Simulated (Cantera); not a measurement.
Input: 1 mol C₃H₆, 0.0099 mol O₂, 2.8 mol N₂, held at 1 atm.

These are equilibrium values from Cantera (NASA tables, ideal gas, pure condensed phases), not measurements of a reactor. Candidate condensed phases: C, C₆H₆, C₇H₈, C₈H₁₈, H₂O; 136 gas species. Equilibrium is a limit: real reactors are often held back by kinetics, nucleation or transport.

**Question.** At 1673 K, list the 6 most abundant gas species with their mole fractions, and the condensed phases.

**Answer.** H₂ 0.514, N₂ 0.480, CO 0.00340, HCN 0.00157, CH₄ 0.000325, H 8.11e-5. Condensed: C(graphite).
